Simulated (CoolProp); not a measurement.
Saturation properties of n-perfluorobutane.

Values from CoolProp's reference Helmholtz-energy equation of state, Gao 2022.

```csv
T (K),p (MPa),liquid density (kg/m³),enthalpy of vaporisation (kJ/kg)
288.4,0.1931,1533,91.70
293,0.2258,1515,90.04
297.6,0.2626,1498,88.33
302.2,0.3037,1480,86.57
306.9,0.3506,1460,84.72
311.5,0.4015,1441,82.83
316.1,0.4579,1422,80.88
320.7,0.5199,1401,78.84
325.4,0.5896,1379,76.66
330,0.6644,1357,74.42
334.6,0.7461,1334,72.06
339.2,0.8352,1310,69.56
```

It boils at 271.1 K under 1 atm.
